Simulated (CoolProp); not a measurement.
Model: reference Helmholtz-energy equation of state, McLinden 2015, in CoolProp.

Question: For the fluoroketone C6F12O (FK-5-1-12), give the phase and the Z, cp (kJ/(kg K)), speed of sound (m/s), expansivity (1/kK) at -2.45 °C and 21.3 bar; 8.25 °C and 21.3 bar; 72.65 °C and 21.3 bar.

Answer: 
- -2.45 °C and 21.3 bar: liquid; Z 0.177, cp 1.09, speed of sound 605, expansivity 1.63
- 8.25 °C and 21.3 bar: liquid; Z 0.173, cp 1.09, speed of sound 572, expansivity 1.69
- 72.65 °C and 21.3 bar: liquid; Z 0.160, cp 1.14, speed of sound 381, expansivity 2.32
